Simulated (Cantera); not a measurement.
What does this Cantera script print?

```python
import numpy as np
import cantera as ct

gas = ct.Solution("gri30.yaml")
gas.TPX = 2100, 2900000, {'CH4': 1, 'CO2': 0.3, 'H2': 0.96}
reactor = ct.IdealGasConstPressureReactor(gas, energy="off", clone=False)
net = ct.ReactorNet([reactor])
net.rtol, net.atol = 1e-08, 1e-18
show = ['CH4', 'CO2', 'H2', 'C2H6', 'CH2O', 'CO']
times = np.geomspace(0.0003, 20, 15)

steps = ct.SolutionArray(gas, extra=["t"])
rows = []
print(f"{'t/s':>10s}{'T/K':>9s}{'P/Pa':>11s}" + "".join(f"{s:>11s}" for s in show))
for t in times:
    while net.time < t:
        t_next = net.step()
        steps.append(gas.state, t=t_next)
    rows.append([np.interp(t, steps.t, y) for y in (steps.T, steps.P, *steps(*show).X.T)])
    print(f"{t:10.3e}{rows[-1][0]:9.1f}{rows[-1][1]:11.4g}" + "".join(f"{x:11.3e}" for x in rows[-1][2:]))
rate = np.gradient(steps.T, steps.t)
print("integrator steps:", len(steps.t))
if steps.T.max() > steps.T[0] + 200:
    print(f"time of steepest temperature rise: {steps.t[rate.argmax()]:.4e} s")
gas.TPX = 2100, 2900000, {'CH4': 1, 'CO2': 0.3, 'H2': 0.96}
gas.equilibrate("TP")
print(f"equilibrium (TP): T = {gas.T:.1f} K  " + "  ".join(f"{s} {gas[s].X[0]:.3e}" for s in show))
```

It prints:

```
       t/s      T/K       P/Pa        CH4        CO2         H2       C2H6       CH2O         CO
 3.000e-04   2100.0    2.9e+06  4.907e-02  2.721e-03  6.351e-01  6.271e-05  2.446e-06  1.105e-01
 6.633e-04   2100.0    2.9e+06  4.593e-02  2.285e-03  6.507e-01  5.582e-05  2.081e-06  1.250e-01
 1.466e-03   2100.0    2.9e+06  4.402e-02  1.573e-03  6.697e-01  5.053e-05  1.762e-06  1.448e-01
 3.242e-03   2100.0    2.9e+06  4.199e-02  6.900e-04  6.877e-01  4.535e-05  1.546e-06  1.637e-01
 7.168e-03   2100.0    2.9e+06  4.075e-02  1.229e-04  6.976e-01  4.241e-05  1.461e-06  1.742e-01
 1.585e-02   2100.0    2.9e+06  4.050e-02  4.515e-06  6.996e-01  4.183e-05  1.447e-06  1.763e-01
 3.504e-02   2100.0    2.9e+06  4.049e-02  1.642e-06  6.996e-01  4.181e-05  1.446e-06  1.764e-01
 7.746e-02   2100.0    2.9e+06  4.049e-02  1.642e-06  6.996e-01  4.181e-05  1.446e-06  1.764e-01
 1.713e-01   2100.0    2.9e+06  4.049e-02  1.642e-06  6.996e-01  4.181e-05  1.446e-06  1.764e-01
 3.786e-01   2100.0    2.9e+06  4.049e-02  1.642e-06  6.996e-01  4.181e-05  1.446e-06  1.764e-01
 8.371e-01   2100.0    2.9e+06  4.049e-02  1.642e-06  6.996e-01  4.181e-05  1.446e-06  1.764e-01
 1.851e+00   2100.0    2.9e+06  4.049e-02  1.642e-06  6.996e-01  4.181e-05  1.446e-06  1.764e-01
 4.092e+00   2100.0    2.9e+06  4.049e-02  1.642e-06  6.996e-01  4.181e-05  1.446e-06  1.764e-01
 9.046e+00   2100.0    2.9e+06  4.049e-02  1.642e-06  6.996e-01  4.181e-05  1.446e-06  1.764e-01
 2.000e+01   2100.0    2.9e+06  4.049e-02  1.642e-06  6.996e-01  4.181e-05  1.446e-06  1.764e-01
integrator steps: 1323
equilibrium (TP): T = 2100.0 K  CH4 4.049e-02  CO2 1.670e-06  H2 6.996e-01  C2H6 4.181e-05  CH2O 1.446e-06  CO 1.764e-01
```

Model: GRI-Mech 3.0 (53 species, 325 reactions), integrated in Cantera. GRI-Mech 3.0 stops at C3 and has no aromatics, soot or wall deposition, so with more carbon than oxygen in the feed, carbon stays in small species such as C2H2 where larger ones or solid carbon would form. The pressure lies above the range GRI-Mech 3.0 was tuned for (to about 10 atm).
